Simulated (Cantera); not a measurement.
Charge: 1 mol MgO, 11 mol HBr, 0.67 mol N2, at 10.0 mbar.

Equilibrium computed with Cantera from the NASA thermochemical tables; the gas is ideal and each condensed phase is pure. Candidate condensed phases: Br2, H2O, Mg, MgBr2, MgO, Mg(OH)2; 36 gas species. Rates play no part. All values below are at 952 °C.

Base state: HBr 0.818, N2 0.0571, H2O 0.0535, MgBr2 0.0535, Br 0.0115, H2 0.00629, Br2 0.000525 (mole fractions); condensed: MgO(s).

What changes in the equilibrium state with this change: MgO replaced by CaO?


```
species          before     after
-------------  --------  --------
HBr               0.818     0.817
H2O              0.0535    0.0921
N2               0.0571    0.0617
MgBr2            0.0535         0
CaBr2                 0    0.0110
Br               0.0115    0.0115
Br2            0.000525  0.000524
H2              0.00629   0.00628
MgO(s), mol       0.372         0
CaBr2(l), mol         0     0.880
```
Further candidate phases: Ca, CaBr2, CaO, Ca(OH)2.
